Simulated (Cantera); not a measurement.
Feed: 1 mol C2H6, 1.5 mol H2O, 75 mol H2, at 1452 °C and 1.33 mbar.

Equilibrium computed with Cantera from the NASA thermochemical tables; the gas is ideal and each condensed phase is pure. Candidate condensed phases: C, C6H6, C7H8, C8H18, H2O; 110 gas species. Kinetics and transport are ignored.

Base state: H2 0.976, CO 0.0185, H 0.00503, C2H2 (acetylene) 9.00e-5 (mole fractions); condensed: C(graphite).

**Question.** What changes in the equilibrium state with this change: H2O from 1.5 to 2.3 mol?

**Answer.** 
| species | before | after |
|---|---|---|
| H2 | 0.976 | 0.967 |
| CO | 0.0185 | 0.0242 |
| H | 0.00503 | 0.00500 |
| H2O | 1.01e-8 | 0.00361 |
| C2H2 (acetylene) | 9.00e-5 | <1e-9 |
| CO2 | <1e-9 | 2.57e-5 |
| C(graphite), mol | 0.485 | 0 |

**Question.** What changes in the equilibrium state with this change: H2O from 1.5 to 0.029 mol?

**Answer.** 
| species | before | after |
|---|---|---|
| H2 | 0.976 | 0.994 |
| H | 0.00503 | 0.00507 |
| CO | 0.0185 | 0.000371 |
| C2H2 (acetylene) | 9.00e-5 | 9.16e-5 |
| C(graphite), mol | 0.485 | 1.96 |
